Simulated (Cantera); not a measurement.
Charge: 1 mol Fe3O4, 1.1 mol H2O, equilibrated at 1675 K and 1.00 bar.

Cantera equilibrium calculation (NASA polynomials, part measured and part estimated; ideal gas, pure solids and liquids). Candidate condensed phases: Fe, FeO, Fe(OH)2, Fe(OH)3, Fe2O3, Fe3O4, H2O; 12 gas species. Rates play no part.

Base state: H2O 0.999, H2 0.000811, O2 0.000361, OH 0.000197, Fe(OH)2 2.65e-5 (mole fractions); condensed: Fe3O4(s).

Problem. What changes in the equilibrium state with this change: pressure from 1.00 bar to 0.110 bar?

Solution. 
| species | before | after |
|---|---|---|
| H2O | 0.999 | 0.997 |
| H2 | 0.000811 | 0.00169 |
| O2 | 0.000361 | 0.000751 |
| Fe(OH)2 | 2.65e-5 | 3.38e-5 |
| H | 3.31e-6 | 1.44e-5 |
| OH | 0.000197 | 0.000411 |
| Fe3O4(s), mol | 1.000 | 1.000 |
